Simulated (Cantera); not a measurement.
Input: 1 mol CH3SiCl3, 0.0093 mol C3H8, 3.2 mol H2, at 1577 °C and 17000 Pa.

Equilibrium computed with Cantera from the NASA thermochemical tables; the gas is ideal and each condensed phase is pure. Candidate condensed phases: C, C6H6, C7H8, C8H18, Si, SiC; 109 gas species. The feed counts by its element totals alone. The tables' values for SiCl3, SiCl are old estimates; treat these amounts as uncertain. Rates play no part.

Base state: H2 0.551, HCl 0.417, SiCl2 0.0274, SiCl3 0.00258, H 0.000970, Cl 0.000557, SiCl4 0.000358, C2H2 (acetylene) 0.000144 (mole fractions); condensed: C(graphite) + SiC(s).

**Question.** What changes in the equilibrium state with this change: H2 from 3.2 to 9.1 mol?

**Answer.** 
| species | before | after |
|---|---|---|
| H2 | 0.551 | 0.758 |
| HCl | 0.417 | 0.233 |
| SiCl2 | 0.0274 | 0.00624 |
| SiCl4 | 0.000358 | 1.86e-5 |
| SiCl3 | 0.00258 | 0.000281 |
| SiHCl3 | 0.000134 | 1.71e-5 |
| SiCl | 1.71e-5 | 8.18e-6 |
| Cl | 0.000557 | 0.000266 |
| C(graphite), mol | 0.216 | 0.102 |
| SiC(s), mol | 0.810 | 0.920 |
The tables' values for SiCl3 are old estimates; treat these amounts as uncertain.

**Question.** What changes in the equilibrium state with this change: CH3SiCl3 replaced by (CH3)2SiCl2?

**Answer.** 
```tsv
species	before	after
H2	0.551	0.731
HCl	0.417	0.259
SiCl2	0.0274	0.00795
SiCl4	0.000358	3.02e-5
SiCl3	0.00258	0.000404
SiHCl3	0.000134	2.42e-5
SiCl	1.71e-5	9.23e-6
C(graphite), mol	0.216	1.09
SiC(s), mol	0.810	0.939
```
The tables' values for SiCl3 are old estimates; treat these amounts as uncertain.
